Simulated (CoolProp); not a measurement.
The fluid at 298.15 K and 4.73 MPa is throttled through a valve to 0.855 MPa with no heat exchange. The same conditions are run with several fluids, on thermodynamics alone (safety and materials aside).

The numbers come from the reference Helmholtz-energy equation of state of each fluid (hexamethyldisiloxane (MM): Thol 2016; trans-2-butene: Lemmon 2005; tetradecamethylhexasiloxane (MD4M): Thol 2019; n-nonane: Lemmon 2006; n-octane: Beckmüller 2019) in CoolProp.

| fluid | temperature change (K) | final density (kg/m³) |
|---|---|---|
| hexamethyldisiloxane (MM) | +1.6 | (withheld) |
| trans-2-butene | (withheld) | (withheld) |
| tetradecamethylhexasiloxane (MD4M) | +1.7 | (withheld) |
| n-nonane | +1.7 | (withheld) |
| n-octane | +1.6 | (withheld) |

Question: Some entries are withheld; supply them.

Answer: 
- hexamethyldisiloxane (MM), final density (kg/m³): 759
- trans-2-butene, temperature change (K): +1.2
- trans-2-butene, final density (kg/m³): 598
- tetradecamethylhexasiloxane (MD4M), final density (kg/m³): 886
- n-nonane, final density (kg/m³): 713
- n-octane, final density (kg/m³): 698
